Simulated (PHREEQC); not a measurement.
A PHREEQC input (ion-association model, wateq4f.dat):

```
SOLUTION 1
  temp 25
  units mg/L
  pH 5.76
  pe 1.9
  Na 0.0195
  K 0.000622
  Ca 0.0379
  Mg 3.65e-05
  Cl 0.0105
  SO4 0.102 as SO4
  Alkalinity 0.0148 as HCO3
  Li 3.59e-05
  B 0.000332
  Br 0.00106
  Ba 0.000195
  Mn(2) 4.46e-05
END
USE solution 1
EQUILIBRIUM_PHASES 1
  Quartz 0 0.5
  CO2(g) -3.4 10
END
```

The run finishes with these warnings:
```
WARNING: Could not find element in database, SO4.
	Concentration is set to zero.
```

Its last state differs from that of the intended input:

| quantity | as run | intended |
|---|---|---|
| ionic strength (mol/kgw) | 4.96e-6 | 7.08e-6 |
| SI of Quartz (SiO2) | +0.00 | -0.00 |

The fault: SO4 typed in place of S(6). The line should read `S(6) 0.102` where the input has `SO4 0.102`.
